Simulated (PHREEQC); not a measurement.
A made-up water analysis in mg/L, 5 °C, pH 5.64, pe 9.8: Na 6.7; K 0.0183; Ca 8.3; Mg 1.48; Cl 14.2; S(6) as SO4 3.47; Alkalinity as HCO3 21.9; Cd 0.774; B 0.00859; Li 0.000938; Cu(2) 0.0359; Ba 0.192; Pb 0.0585.

Valence states are taken as typed.

Equilibrium calculation in PHREEQC: ion-association model, wateq4f.dat.

This is a speciation only: nothing precipitates in the calculation.

Q: Order these Cu species by the share of Cu that they hold, largest first: Cu+2, CuSO4, CuHCO3+, CuCO3, CuOH+.

A: Cu+2 (84 %), CuHCO3+ (13 %), CuCO3 (1.7 %), CuSO4 (0.39 %), CuOH+ (0.33 %)

Q: Order these Pb species by the share of Pb that they hold, largest first: PbSO4, Pb+2, PbCl+, PbHCO3+, PbCO3.

A: Pb+2 (75 %), PbHCO3+ (18 %), PbCO3 (4.7 %), PbSO4 (1.1 %), PbCl+ (0.60 %)

The pH is 5.64 and the ionic strength 0.00115 mol/kgw. At this temperature some constants are extrapolated from 25 °C, and those without enthalpy data are left unchanged.
